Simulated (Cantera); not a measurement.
## Adiabatic ignition

An adiabatic, constant-pressure homogeneous reactor starts with 13.8 % CH4, 0.883 % C2H6, 17.9 % O2, 67.4 % N2, equivalence ratio 1.7, at 1500 K and 10.0 bar.

Cantera simulation using GRI-Mech 3.0 (53 species, 325 reactions); the numbers are that mechanism's predictions, not measurements.

```tsv
t (s)	T (K)	x CH4	x C2H6	x O2	x OH	x HCN	x NO
1.00e-6	1500	0.138	0.00882	0.179	4.25e-8	<1e-12	<1e-12
2.70e-6	1500	0.138	0.00879	0.179	1.45e-7	<1e-12	<1e-12
7.28e-6	1500	0.138	0.00871	0.179	5.75e-7	<1e-12	<1e-12
1.96e-5	1502	0.137	0.00848	0.179	1.35e-6	<1e-12	<1e-12
5.29e-5	1525	0.131	0.00757	0.174	4.36e-6	1.05e-12	1.01e-11
0.000143	2714	1.55e-10	<1e-12	4.67e-5	0.00227	1.95e-6	0.000311
0.000385	2713	1.39e-10	<1e-12	4.68e-5	0.00227	3.74e-7	0.000364
0.00104	2713	1.40e-10	<1e-12	4.66e-5	0.00227	4.20e-7	0.000412
0.00280	2713	1.40e-10	<1e-12	4.66e-5	0.00227	4.29e-7	0.000420
0.00756	2713	1.40e-10	<1e-12	4.66e-5	0.00227	4.29e-7	0.000420
0.0204	2713	1.40e-10	<1e-12	4.66e-5	0.00227	4.29e-7	0.000420
0.0550	2713	1.40e-10	<1e-12	4.66e-5	0.00227	4.29e-7	0.000420
0.148	2713	1.40e-10	<1e-12	4.66e-5	0.00227	4.29e-7	0.000420
0.400	2713	1.40e-10	<1e-12	4.66e-5	0.00227	4.29e-7	0.000420
```
x: mole fraction; the columns are a selection and need not sum to one.

```json
{
 "time_of_steepest_temperature_rise": "96.9 µs",
 "temperature at 0.400 s": "2713 K",
 "equilibrium_temperature": "2713 K",
 "x(CH4) at 0.400 s": "1.40e-10 (gas-phase equilibrium 1.58e-10)",
 "x(C2H6) at 0.400 s": "<1e-12 (gas-phase equilibrium <1e-12)",
 "x(O2) at 0.400 s": "4.66e-5 (gas-phase equilibrium 4.66e-5)"
}
```
